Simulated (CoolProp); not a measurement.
Vapour-liquid equilibrium of cyclohexane (1) + dimethyl carbonate (2) at 60.25 °C; x and y are mole fractions of (1).

Computed with CoolProp (multi-fluid Helmholtz-energy mixture model, Zhou 2014 and Zhou 2011; pair parameters Bell 2016).

Question: Give the bubble pressure and the first vapour's composition at x = 0.65, 0.75, 0.95. Is there an azeotrope?

Answer: x = 0.65: 66.01 kPa, y = 0.637; x = 0.75: 65.49 kPa, y = 0.671; x = 0.95: 57.80 kPa, y = 0.867. y crosses x between x = 0.55 and 0.65: the model has an azeotrope there.

The pair parameters rest on a limited set of measurements; away from them the model extrapolates. With so large a gap from Raoult's law the liquid may split in two, which this calculation doesn't test in full.
